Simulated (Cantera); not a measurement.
Cantera run:

```python
import numpy as np
import cantera as ct

gas_names = """
    CL CL2 H HCL H2 Si SiCL SiCL2 SiCL3 SiCL4 SiH SiHCL3 SiH2 SiH2CL2 SiH3 SiH3CL SiH4 Si2 Si3
""".split()
cond_names = """
    Si(cr) Si(L)
""".split()


def load(file, names, dense=False):
    # The tables refer to 1 bar. Condensed volumes are neglected.
    table = {s.name: s for s in ct.Species.list_from_file(file)}
    out = []
    for n in names:
        d = dict(table[n].input_data)
        d["thermo"] = dict(d["thermo"], **{"reference-pressure": 1e5})
        if dense:
            d["equation-of-state"] = {"model": "constant-volume", "density": "1e6 g/cm^3"}
        out.append(ct.Species.from_dict(d))
    return out


gas = ct.Solution(thermo="ideal-gas", species=load("nasa_gas.yaml", gas_names))
cond = {s.name: ct.Solution(thermo="fixed-stoichiometry", species=[s], name=s.name)
        for s in load("nasa_condensed.yaml", cond_names, dense=True)}
atoms = {
    'SiCl4': {'Si': 1, 'CL': 4},
    'H2': {'H': 2},
}
top_T = {}  # K; cautious upper limits of use, not melting points


def equilibrate(T, P, feed):
    n = {}
    for name, mol in feed.items():
        for a, k in atoms[name].items():
            n[a] = n.get(a, 0.0) + k * mol
    gas.TPX = T, P, n
    mass = sum(n.values()) * gas.mean_molecular_weight
    gas.equilibrate("TP")
    valid = [c for c in cond.values() if c.min_temp <= T <= top_T.get(c.name, c.max_temp)]
    mix = ct.Mixture([(gas, mass / gas.mean_molecular_weight)] + [(c, 0.0) for c in valid])
    mix.T, mix.P = T, P
    mix.equilibrate("TP", solver="vcs", rtol=1e-11, max_steps=5000)
    return mix


results = []
feed = {'SiCl4': 1, 'H2': 4.8}  # mol
T = 1000  # K
P = 10000  # Pa
mix = equilibrate(T, P, feed)
results.append((T, P, feed, dict(zip(mix.species_names, mix.species_moles))))
print(gas.report(threshold=1e-05))
for i in range(1, mix.n_phases):
    print(f"{mix.phase(i).name:16s} {mix.phase_moles(i):12.5e} mol")
```

Result:

```
       temperature   1000 K
          pressure   10000 Pa
           density   0.037188 kg/m^3
  mean mol. weight   30.919 kg/kmol
   phase of matter   gas

                          1 kg             1 kmol
                     ---------------   ---------------
          enthalpy       -2.6656e+06       -8.2421e+07  J
   internal energy       -2.9346e+06       -9.0735e+07  J
           entropy            7796.4        2.4106e+05  J/K
    Gibbs function       -1.0462e+07       -3.2348e+08  J
 heat capacity c_p              1392             43039  J/K
 heat capacity c_v            1123.1             34725  J/K

                      mass frac. Y      mole frac. X     chem. pot. / RT
                     ---------------   ---------------   ---------------
               HCL          0.035629          0.030216           -41.182
                H2          0.052004           0.79759           -20.034
             SiCL2         0.0014554        0.00045461           -67.447
             SiCL3         0.0071225         0.0016382           -98.612
             SiCL4           0.78555           0.14297           -129.78
            SiHCL3           0.11649          0.026594           -108.63
           SiH2CL2         0.0017429        0.00053356           -87.481
     [  +12 minor]        5.8904e-06        2.7459e-06

Si(cr)            0.00000e+00 mol
```

These are equilibrium values from Cantera (NASA tables, ideal gas, pure condensed phases), not measurements of a reactor. The tables' values for SiCl3 are old estimates; treat these amounts as uncertain.
